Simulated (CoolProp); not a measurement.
A single-stage vapour-compression cycle with the fluid: evaporating at 250.15 K (dew point), condensing at 297.15 K (bubble point), superheat 5 K, subcooling 8 K, compressor efficiency 0.8, no pressure losses. The same conditions are run with several fluids, on thermodynamics alone (safety and materials aside).

Values from CoolProp's reference Helmholtz-energy equation of state of each fluid (R134a: Tillner-Roth 1994; sulfur dioxide: Gao 2016; R1233zd(E): Akasaka 2022; carbonyl sulfide: Lemmon 2006; R124: de Vries 1995; isobutene: Lemmon 2005).

Task: Rank R134a, sulfur dioxide, R1233zd(E), carbonyl sulfide, R124, isobutene by cooling COP, highest first.

Result: R1233zd(E) (3.81), isobutene (3.78), R124 (3.71), R134a (3.68), carbonyl sulfide (3.64), sulfur dioxide (3.62)

```
fluid             pressure ratio  discharge temperature (K)  refrigerating effect (kJ/kg)  volumetric capacity (kJ/m³)
----------------  --------------  -------------------------  ----------------------------  ---------------------------
R134a                       5.55                      319.5                           167                          976
sulfur dioxide              6.93                      408.6                           351                          589
R1233zd(E)                  7.94                      317.8                           172                          170
carbonyl sulfide            4.07                      360.0                           243                         2240
R124                        5.96                      311.7                           132                          545
isobutene                   5.72                      316.3                           326                          458
```
